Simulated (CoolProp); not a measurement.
Vapour-liquid equilibrium of R134a (1) + R142b (2) at -18.55 °C; x and y are mole fractions of (1).

Values from CoolProp's multi-fluid Helmholtz-energy mixture model, Tillner-Roth 1994 and Lemmon 2006; pair parameters Bell 2016.

Question: Give the bubble pressure and the first vapour's composition at x = 0.125, 0.725, 0.8. Is there an azeotrope?

Answer: x = 0.125: 0.8040 bar, y = 0.254; x = 0.725: 1.260 bar, y = 0.827; x = 0.8: 1.304 bar, y = 0.874. No azeotrope shows between x = 0.05 and 0.95.

Pair parameters are fitted to limited data, so mixtures are less certain than the pure fluids.
